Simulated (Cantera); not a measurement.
**Adiabatic ignition**

An adiabatic, constant-pressure homogeneous reactor starts with 20.7 % CO, 15.3 % H2, 4.13 % CH4, 12.6 % O2, 47.3 % N2, equivalence ratio 2.1, at 1675 K and 0.290 bar.

Detailed kinetics in Cantera: GRI-Mech 3.0 (53 species, 325 reactions).

```json
[
 {"t (s)": "2.00e-6", "T (K)": "1675", "x CO": "0.207", "x H2": "0.153", "x CH4": "0.0413", "x CH2O": "9.95e-10", "x N2O": "<1e-12", "x CH2CO": "2.81e-12", "x OH": "1.33e-7"},
 {"t (s)": "5.37e-6", "T (K)": "1675", "x CO": "0.207", "x H2": "0.153", "x CH4": "0.0413", "x CH2O": "1.36e-8", "x N2O": "1.93e-12", "x CH2CO": "3.58e-11", "x OH": "4.62e-7"},
 {"t (s)": "1.44e-5", "T (K)": "1675", "x CO": "0.207", "x H2": "0.153", "x CH4": "0.0413", "x CH2O": "2.69e-7", "x N2O": "1.04e-11", "x CH2CO": "6.52e-10", "x OH": "2.36e-6"},
 {"t (s)": "3.86e-5", "T (K)": "1676", "x CO": "0.207", "x H2": "0.152", "x CH4": "0.0405", "x CH2O": "2.99e-5", "x N2O": "9.35e-11", "x CH2CO": "5.14e-8", "x OH": "6.24e-5"},
 {"t (s)": "0.000104", "T (K)": "2284", "x CO": "0.195", "x H2": "0.0725", "x CH4": "<1e-12", "x CH2O": "6.36e-10", "x N2O": "8.85e-9", "x CH2CO": "<1e-12", "x OH": "0.0175"},
 {"t (s)": "0.000278", "T (K)": "2367", "x CO": "0.193", "x H2": "0.0753", "x CH4": "<1e-12", "x CH2O": "7.24e-10", "x N2O": "1.05e-8", "x CH2CO": "<1e-12", "x OH": "0.0176"},
 {"t (s)": "0.000746", "T (K)": "2508", "x CO": "0.196", "x H2": "0.0767", "x CH4": "<1e-12", "x CH2O": "9.48e-10", "x N2O": "1.81e-8", "x CH2CO": "<1e-12", "x OH": "0.0173"},
 {"t (s)": "0.00200", "T (K)": "2666", "x CO": "0.199", "x H2": "0.0780", "x CH4": "<1e-12", "x CH2O": "1.46e-9", "x N2O": "4.00e-8", "x CH2CO": "<1e-12", "x OH": "0.0157"},
 {"t (s)": "0.00537", "T (K)": "2717", "x CO": "0.200", "x H2": "0.0788", "x CH4": "<1e-12", "x CH2O": "1.83e-9", "x N2O": "5.79e-8", "x CH2CO": "<1e-12", "x OH": "0.0144"},
 {"t (s)": "0.0144", "T (K)": "2716", "x CO": "0.200", "x H2": "0.0792", "x CH4": "<1e-12", "x CH2O": "1.85e-9", "x N2O": "6.48e-8", "x CH2CO": "<1e-12", "x OH": "0.0142"},
 {"t (s)": "0.0386", "T (K)": "2716", "x CO": "0.200", "x H2": "0.0792", "x CH4": "<1e-12", "x CH2O": "1.85e-9", "x N2O": "6.53e-8", "x CH2CO": "<1e-12", "x OH": "0.0142"},
 {"t (s)": "0.104", "T (K)": "2716", "x CO": "0.200", "x H2": "0.0792", "x CH4": "<1e-12", "x CH2O": "1.85e-9", "x N2O": "6.53e-8", "x CH2CO": "<1e-12", "x OH": "0.0142"},
 {"t (s)": "0.278", "T (K)": "2716", "x CO": "0.200", "x H2": "0.0792", "x CH4": "<1e-12", "x CH2O": "1.85e-9", "x N2O": "6.53e-8", "x CH2CO": "<1e-12", "x OH": "0.0142"},
 {"t (s)": "0.746", "T (K)": "2716", "x CO": "0.200", "x H2": "0.0792", "x CH4": "<1e-12", "x CH2O": "1.85e-9", "x N2O": "6.53e-8", "x CH2CO": "<1e-12", "x OH": "0.0142"},
 {"t (s)": "2.00", "T (K)": "2716", "x CO": "0.200", "x H2": "0.0792", "x CH4": "<1e-12", "x CH2O": "1.85e-9", "x N2O": "6.53e-8", "x CH2CO": "<1e-12", "x OH": "0.0142"}
]
```
x: mole fraction; the columns are a selection and need not sum to one.

```json
{
 "time_of_steepest_temperature_rise": "76.1 µs",
 "temperature at 2.00 s": "2716 K",
 "equilibrium_temperature": "2716 K",
 "x(CO) at 2.00 s": "0.200 (gas-phase equilibrium 0.200)",
 "x(H2) at 2.00 s": "0.0792 (gas-phase equilibrium 0.0792)",
 "x(CH4) at 2.00 s": "<1e-12 (gas-phase equilibrium <1e-12)"
}
```
